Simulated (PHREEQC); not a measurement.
A solution holds 1.8 mmol/kgw Cu(BF4)2, 1.6 mmol/kgw HNO3 and 2.8 mmol/kgw Na2SO4, at 25 °C. Closed to the air; pH follows from the charge balance.

Model: ion-association model, phreeqc.dat, run in PHREEQC.

```
quantity                   before    after
------------------------  -------  -------
pH                           2.79     2.75
ionic strength (mol/kgw)   0.0141  0.00727
HF (mol/kgw)              0.00303  0.00313
BF4- (mol/kgw)            0.00221  0.00223
Cu+2 (mol/kgw)            0.00150  0.00177
F- (mol/kgw)              0.00141  0.00128
```

Task: What was changed between the two runs?
A. Na2SO4 left out
B. Na2SO4 from 0.0028 to 0.028 mol/kgw
C. Cu(BF4)2 from 0.0018 to 0.00018 mol/kgw
D. HNO3 from 0.0016 to 0.00032 mol/kgw
E. HNO3 replaced by Cu(NO3)2 at the same molality

Result: A, Na2SO4 left out

No solid was allowed to form. Real BF4- forms and hydrolyses slowly; the run takes it at equilibrium.
